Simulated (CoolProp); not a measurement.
Saturated liquid density (kg/m³) of dimethyl carbonate: the reference equation beside estimates from Tc = 283.9 °C, pc = 4909 kPa, ω = 0.346.

The numbers come from the reference Helmholtz-energy equation of state, Zhou 2011 in CoolProp.

```json
[
 {"T (°C)": "38.65", "reference": "1045", "van der Waals": "604.2", "Redlich-Kwong": "893.1", "Peng-Robinson": "1045"},
 {"T (°C)": "50.35", "reference": "1029", "van der Waals": "596.1", "Redlich-Kwong": "879.4", "Peng-Robinson": "1032"},
 {"T (°C)": "61.95", "reference": "1013", "van der Waals": "587.9", "Redlich-Kwong": "865.2", "Peng-Robinson": "1019"},
 {"T (°C)": "73.55", "reference": "997.4", "van der Waals": "579.4", "Redlich-Kwong": "850.5", "Peng-Robinson": "1005"},
 {"T (°C)": "85.15", "reference": "981.1", "van der Waals": "570.6", "Redlich-Kwong": "835.2", "Peng-Robinson": "990.0"},
 {"T (°C)": "96.85", "reference": "964.3", "van der Waals": "561.4", "Redlich-Kwong": "819.1", "Peng-Robinson": "974.1"},
 {"T (°C)": "108.45", "reference": "947.3", "van der Waals": "551.9", "Redlich-Kwong": "802.4", "Peng-Robinson": "957.3"},
 {"T (°C)": "120.05", "reference": "930.0", "van der Waals": "542.1", "Redlich-Kwong": "785.1", "Peng-Robinson": "939.5"},
 {"T (°C)": "131.65", "reference": "912.2", "van der Waals": "531.9", "Redlich-Kwong": "766.9", "Peng-Robinson": "920.5"},
 {"T (°C)": "143.35", "reference": "893.7", "van der Waals": "521.2", "Redlich-Kwong": "747.6", "Peng-Robinson": "900.0"},
 {"T (°C)": "154.95", "reference": "874.8", "van der Waals": "510.0", "Redlich-Kwong": "727.6", "Peng-Robinson": "878.3"},
 {"T (°C)": "166.55", "reference": "855.2", "van der Waals": "498.3", "Redlich-Kwong": "706.5", "Peng-Robinson": "854.9"},
 {"T (°C)": "178.15", "reference": "834.7", "van der Waals": "485.9", "Redlich-Kwong": "684.2", "Peng-Robinson": "829.6"}
]
```

Absolute difference from the reference over all 13 rows, mean and median: van der Waals 41.8 and 41.8 %, Redlich-Kwong 15.7 and 15.3 %, Peng-Robinson 0.6 and 0.7 %.
